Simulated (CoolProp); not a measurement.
Values from CoolProp's reference Helmholtz-energy equation of state, Thol 2012.

### Question
Give the vapour pressure (kPa), liquid density (kg/m³), enthalpy of vaporisation (kJ/kg), liquid cp (kJ/(kg K)) of saturated benzene at 314.9, 412 K.

### Answer
```json
[
 {"T (K)": "314.9", "p (kPa)": "26.2", "liquid density (kg/m³)": "856", "enthalpy of vaporisation (kJ/kg)": "422", "liquid cp (kJ/(kg K))": "1.78"},
 {"T (K)": "412", "p (kPa)": "461", "liquid density (kg/m³)": "744", "enthalpy of vaporisation (kJ/kg)": "346", "liquid cp (kJ/(kg K))": "2.12"}
]
```
